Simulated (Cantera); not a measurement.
Input (Python, Cantera) and output of one run.

```python
import numpy as np
import cantera as ct

gas_names = [...]  # 113 gases of nasa_gas.yaml made of C, Cu, H, O
cond_names = """
    C(gr) C6H6(L) C7H8(L) C8H18(L),n-octa Cu(cr) Cu(L) CuO(s) CuO2H2(s) Cu2O(s) Cu2O(L) H2O(s) H2O(L)
""".split()


# ... load() reads the species with a 1 bar reference pressure and builds the phases ...
atoms = {
    'CuO': {'Cu': 1, 'O': 1},
    'CH4': {'C': 1, 'H': 4},
    'H2': {'H': 2},
}
top_T = {'C(gr)': 4500, 'CuO(s)': 1390}  # K; cautious upper limits of use, not melting points


# ... equilibrate(T, P, feed) seeds the gas with the atoms and calls Mixture.equilibrate('TP', solver="vcs", rtol=1e-11, max_steps=5000) ...
results = []
feed = {'CuO': 1, 'CH4': 5, 'H2': 0.44}  # mol
T = 1175  # K
P = 34  # Pa
mix = equilibrate(T, P, feed)
results.append((T, P, feed, dict(zip(mix.species_names, mix.species_moles))))
x = sorted(zip(gas.X, gas.species_names), reverse=True)
print(f"T = {T:g} K  P = {P:g} Pa  gas = {mix.phase_moles(0):.4g} mol")
print("   x: " + "  ".join(f"{s} {v:.3e}" for v, s in x if v > 1e-06))
print("   condensed (mol): " + ("  ".join(f"{mix.phase(i).name} {mix.phase_moles(i):.4g}"
      for i in range(1, mix.n_phases) if mix.phase_moles(i) > 1e-12) or "none"))
```

Result:

```
T = 1175 K  P = 34 Pa  gas = 11.44 mol
   x: H2 9.126e-01  CO 8.741e-02  Cu 1.780e-05  H 6.351e-06  CH4 5.422e-06
   condensed (mol): C(gr) 4  Cu(cr) 0.9998
```

These are equilibrium values from Cantera (NASA tables, ideal gas, pure condensed phases), not measurements of a reactor.
